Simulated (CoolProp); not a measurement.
Aqueous ammonia as a coolant, 19 % by mass, freezing at -33.5 °C, 1 atm.

Values from CoolProp's Melinder's fits for secondary coolants.

```json
[
 {"T (°C)": "-29", "viscosity (mPa s)": "7.44", "density (kg/m³)": "942.8", "conductivity (W/(m K))": "0.398", "Prandtl number": "80.1"},
 {"T (°C)": "-24.4", "viscosity (mPa s)": "5.86", "density (kg/m³)": "941.8", "conductivity (W/(m K))": "0.407", "Prandtl number": "61.6"},
 {"T (°C)": "-19.8", "viscosity (mPa s)": "4.71", "density (kg/m³)": "940.7", "conductivity (W/(m K))": "0.415", "Prandtl number": "48.4"},
 {"T (°C)": "-15.3", "viscosity (mPa s)": "3.88", "density (kg/m³)": "939.5", "conductivity (W/(m K))": "0.423", "Prandtl number": "39.1"},
 {"T (°C)": "-10.7", "viscosity (mPa s)": "3.23", "density (kg/m³)": "938.1", "conductivity (W/(m K))": "0.430", "Prandtl number": "31.9"},
 {"T (°C)": "-6.1", "viscosity (mPa s)": "2.74", "density (kg/m³)": "936.7", "conductivity (W/(m K))": "0.438", "Prandtl number": "26.5"},
 {"T (°C)": "-1.5", "viscosity (mPa s)": "2.35", "density (kg/m³)": "935.1", "conductivity (W/(m K))": "0.446", "Prandtl number": "22.2"},
 {"T (°C)": "3", "viscosity (mPa s)": "2.04", "density (kg/m³)": "933.4", "conductivity (W/(m K))": "0.454", "Prandtl number": "19.0"},
 {"T (°C)": "7.6", "viscosity (mPa s)": "1.78", "density (kg/m³)": "931.6", "conductivity (W/(m K))": "0.462", "Prandtl number": "16.3"},
 {"T (°C)": "12.2", "viscosity (mPa s)": "1.56", "density (kg/m³)": "929.6", "conductivity (W/(m K))": "0.470", "Prandtl number": "14.0"},
 {"T (°C)": "16.7", "viscosity (mPa s)": "1.38", "density (kg/m³)": "927.6", "conductivity (W/(m K))": "0.477", "Prandtl number": "12.2"},
 {"T (°C)": "21.3", "viscosity (mPa s)": "1.22", "density (kg/m³)": "925.5", "conductivity (W/(m K))": "0.485", "Prandtl number": "10.6"},
 {"T (°C)": "25.9", "viscosity (mPa s)": "1.08", "density (kg/m³)": "923.2", "conductivity (W/(m K))": "0.494", "Prandtl number": "9.19"}
]
```
